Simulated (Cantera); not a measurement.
## Ammonia decomposition in nitride growth gas

An isothermal, constant-pressure homogeneous reactor starts with 12.8 % NH3, 87.2 % H2, at 2175 K and 27.8 Torr.

Computed with Cantera and the gas-phase N/H chemistry of the illustrative SiF4/NH3 mechanism in the Surface Chemkin manual (1991). Walls and surfaces, which speed up NH3 decomposition in real reactors, are not modelled.

```tsv
t (s)	x NH3	x H2	x H	x N	x NH
3.00e-6	0.128	0.872	1.13e-6	<1e-12	4.71e-12
2.85e-5	0.128	0.872	1.20e-5	<1e-12	1.46e-9
0.000271	0.128	0.872	0.000115	1.38e-9	1.72e-7
0.00258	0.127	0.871	0.00101	9.50e-7	1.33e-5
0.0245	0.112	0.879	0.00170	3.78e-6	3.20e-5
0.233	0.0329	0.922	0.00271	4.05e-6	2.21e-5
2.21	2.79e-6	0.919	0.0244	2.62e-7	1.56e-7
21.0	1.80e-7	0.919	0.0245	1.71e-8	1.01e-8
200	1.19e-7	0.919	0.0245	1.13e-8	6.70e-9
```
x: mole fraction; the columns are a selection and need not sum to one.

Equilibrium at this temperature and pressure: NH3 1.19e-7, H2 0.919, H 0.0245, N 1.13e-8, NH 6.70e-9 (gas phase only).
